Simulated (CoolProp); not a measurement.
Vapour pressure (MPa) of CH2F2 (R32): the reference equation beside estimates from Tc = 351.3 K, pc = 5.783 MPa, ω = 0.277. Clausius-Clapeyron is anchored at 255.2 K with a constant enthalpy of vaporisation of 17.76 kJ/mol.

The numbers come from the reference Helmholtz-energy equation of state, Tillner-Roth 1997 in CoolProp.

```csv
T (K),reference,Lee-Kesler,Clausius-Clapeyron,van der Waals,Soave-Redlich-Kwong
189.9,[?],0.01341,0.02466,0.2678,0.01368
211.7,0.05988,0.05714,[?],[?],0.05762
233.5,0.1802,0.1780,0.2013,0.8859,[?]
255.2,0.4381,0.4410,0.4381,1.398,0.4408
277,0.9182,0.9304,0.8464,2.074,0.9338
298.8,1.719,1.740,1.485,2.927,1.757
320.6,2.961,2.982,2.415,3.972,3.022
342.4,4.800,4.816,[?],5.217,4.850
```

Complete the blanks.


- 189.9, reference: 0.01480
- 211.7, Clausius-Clapeyron: 0.07849
- 211.7, van der Waals: 0.5155
- 233.5, Soave-Redlich-Kwong: 0.1782
- 342.4, Clausius-Clapeyron: 3.691

Absolute difference from the reference over all 8 rows, mean and median: Lee-Kesler 2.4 and 1.2 %, Clausius-Clapeyron 21.5 and 16.0 %, van der Waals 415.0 and 172.5 %, Soave-Redlich-Kwong 2.5 and 1.9 %.
